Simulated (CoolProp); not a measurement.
Ethane along the isobar 6.75 MPa: Z from the reference equation and from simpler models built on Tc = 305.3 K, pc = 4.872 MPa, ω = 0.099; each cubic takes its own stable root.

The numbers come from the reference Helmholtz-energy equation of state, Bücker 2006 in CoolProp.

```json
[
 {"T (K)": "215.3", "phase": "liquid", "reference": "0.2214"},
 {"T (K)": "231.1", "phase": "liquid", "reference": "0.2153"},
 {"T (K)": "246.9", "phase": "liquid", "reference": "0.2115"},
 {"T (K)": "262.8", "phase": "liquid", "reference": "0.2105"},
 {"T (K)": "278.6", "phase": "liquid", "reference": "0.2132"},
 {"T (K)": "294.4", "phase": "liquid", "reference": "0.2225"},
 {"T (K)": "310.2", "phase": "supercritical", "reference": "0.2508"},
 {"T (K)": "326.1", "phase": "supercritical", "reference": "0.4143"},
 {"T (K)": "341.9", "phase": "supercritical", "reference": "0.5805"},
 {"T (K)": "357.7", "phase": "supercritical", "reference": "0.6699"},
 {"T (K)": "373.5", "phase": "supercritical", "reference": "0.7305"}
]
```

How far does each simpler model (van der Waals, Redlich-Kwong, Soave-Redlich-Kwong, Peng-Robinson) lie from the reference over these 11 states: mean and median of the absolute difference, and the worst?


- van der Waals: mean 30.8 %, median 43.2 %, worst +49.4 % at 215.3 K and 6.75 MPa
- Redlich-Kwong: mean 6.5 %, median 5.6 %, worst +16.3 % at 310.2 K and 6.75 MPa
- Soave-Redlich-Kwong: mean 6.8 %, median 5.6 %, worst +17.1 % at 310.2 K and 6.75 MPa
- Peng-Robinson: mean 4.2 %, median 2.9 %, worst -7.9 % at 215.3 K and 6.75 MPa
